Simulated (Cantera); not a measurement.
# Silicon nitride deposition: SiCl₄ + NH₃ + N₂

A closed system holds: 1 mol SiCl₄, 0.27 mol NH₃, 32 mol N₂, equilibrated at 1330 Pa.

These are equilibrium values from Cantera (NASA tables, ideal gas, pure condensed phases), not measurements of a reactor. Candidate condensed phases: NH₄Cl, Si, Si₃N₄; 28 gas species. The tables' values for SiCl₃ are old estimates; treat these amounts as uncertain. The numbers say what is thermodynamically allowed, not how fast it happens.

From 950 °C to 1075 °C the condensed part is Si₃N₄(s). From 1100 °C to 1225 °C nothing is condensed. The main Si-bearing gas is SiCl₄ throughout.

| T (°C) | x N₂ | x HCl | x SiCl₄ | x SiCl₂ | x SiCl₃ | x H₂ | x Cl | n Si₃N₄(s) |
|---|---|---|---|---|---|---|---|---|
| 950 | 0.952 | 0.0228 | 0.0228 | 0.000529 | 0.00123 | 0.000651 | 2.00e-6 | 0.0573 |
| 975 | 0.952 | 0.0228 | 0.0223 | 0.000907 | 0.00167 | 0.000639 | 3.12e-6 | 0.0540 |
| 1000 | 0.951 | 0.0228 | 0.0216 | 0.00151 | 0.00223 | 0.000631 | 4.76e-6 | 0.0491 |
| 1025 | 0.951 | 0.0227 | 0.0206 | 0.00245 | 0.00290 | 0.000627 | 7.12e-6 | 0.0419 |
| 1050 | 0.950 | 0.0227 | 0.0192 | 0.00386 | 0.00368 | 0.000628 | 1.04e-5 | 0.0318 |
| 1075 | 0.949 | 0.0226 | 0.0175 | 0.00589 | 0.00453 | 0.000637 | 1.50e-5 | 0.0178 |
| 1100 | 0.947 | 0.0226 | 0.0155 | 0.00859 | 0.00536 | 0.000648 | 2.12e-5 | 0 |
| 1125 | 0.947 | 0.0230 | 0.0152 | 0.00871 | 0.00556 | 0.000440 | 3.70e-5 | 0 |
| 1150 | 0.947 | 0.0233 | 0.0149 | 0.00878 | 0.00575 | 0.000297 | 6.36e-5 | 0 |
| 1175 | 0.947 | 0.0235 | 0.0147 | 0.00881 | 0.00594 | 0.000200 | 0.000108 | 0 |
| 1200 | 0.947 | 0.0236 | 0.0145 | 0.00882 | 0.00612 | 0.000136 | 0.000179 | 0 |
| 1225 | 0.946 | 0.0237 | 0.0143 | 0.00883 | 0.00629 | 9.35e-5 | 0.000294 | 0 |
x: gas mole fraction; n: condensed amount in mol.
